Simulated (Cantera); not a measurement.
Feed: 1 mol Si, 0.14 mol N2O, 17 mol N2, equilibrated at 1923.15 K and 0.0825 Torr.

Equilibrium computed with Cantera from the NASA thermochemical tables; the gas is ideal and each condensed phase is pure. Candidate condensed phases: Si, SiO2, Si2N2O, Si3N4; 16 gas species. The tables' values for SiN are old estimates; treat these amounts as uncertain. Rates play no part.

Base state: N2 0.945, Si 0.0469, SiO 0.00772, SiN 0.000151, Si2 0.000122, Si2N 6.46e-5 (mole fractions); condensed: gas only.

**Question.** What changes in the equilibrium state with this change: N2O from 0.14 to 0.057 mol?

**Answer.** 
```
species    before     after
-------  --------  --------
N2          0.945     0.945
Si         0.0469    0.0516
SiO       0.00772   0.00316
Si3       8.22e-6   1.10e-5
Si2      0.000122  0.000147
```

**Question.** What changes in the equilibrium state with this change: temperature from 1923.15 K to 1148 K?

**Answer.** 
| species | before | after |
|---|---|---|
| N2 | 0.945 | 1.00 |
| SiO | 0.00772 | 3.71e-9 |
| Si | 0.0469 | <1e-9 |
| SiN | 0.000151 | <1e-9 |
| Si2 | 0.000122 | <1e-9 |
| Si2N | 6.46e-5 | <1e-9 |
| Si2N2O(s), mol | 0 | 0.140 |
| Si3N4(s), mol | 0 | 0.240 |
Mutual solubility and eutectic melting of coexisting phases are not modelled.
